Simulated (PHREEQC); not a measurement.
Solution (25 °C): 0.00024 mol/kgw CdCl2, 0.00079 mol/kgw KCl and 0.0094 mol/kgw MnSO4. Closed to the air; pH follows from the charge balance.

Equilibrium calculation in PHREEQC: ion-association model, phreeqc.dat.

Precipitation was switched off in this run.

Estimate the pH.

pH 6.53.

In which forms is S present?

SO4-2 73 %, MnSO4 26 %, CdSO4 0.8 % of the S.
